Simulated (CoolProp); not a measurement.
A Linde-Hampson liquefier for normal hydrogen: isothermal reversible compression at 230 K from 1 atm to 20 MPa, throttling to 1 atm, return gas leaving the recuperator 10 K below the feed. Each further row changes one setting.

The numbers come from the reference Helmholtz-energy equation of state, Leachman 2009 in CoolProp.

```json
[
 {"case": "as stated", "compression work (kJ/kg of gas)": "5150"},
 {"case": "high pressure 40 MPa", "compression work (kJ/kg of gas)": "5950"},
 {"case": "warm-end temperature 260 K", "compression work (kJ/kg of gas)": "5810"},
 {"case": "warm-end gap 15 K", "compression work (kJ/kg of gas)": "5150"}
]
```
